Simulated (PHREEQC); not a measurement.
0.041 g of hydrous ferric oxide (600 m²/g; 0.2 weak and 0.005 strong sites per Fe, Dzombak-Morel constants, diffuse double layer) in 1 kg of water with 0.3 mol/kgw of an inert sodium salt and 0.039 mmol/kgw Ag2SO4, at 25 °C; the pH is set by adding NaOH or the inert anion's acid. Oxygen is held at 0.21 atm. CO2 from the air is kept out. No solid was allowed to form.

The series has 17 steps of pH, from 3 to 11.

Equilibrium calculation in PHREEQC: ion-association model, wateq4f.dat.

**Question.** Near which pH is half of the Ag sorbed, and on which side is more sorbed?

**Answer.** Near pH 10.0, with more sorbed at higher pH.

The oxide is taken as insoluble; below pH 4 it would dissolve.
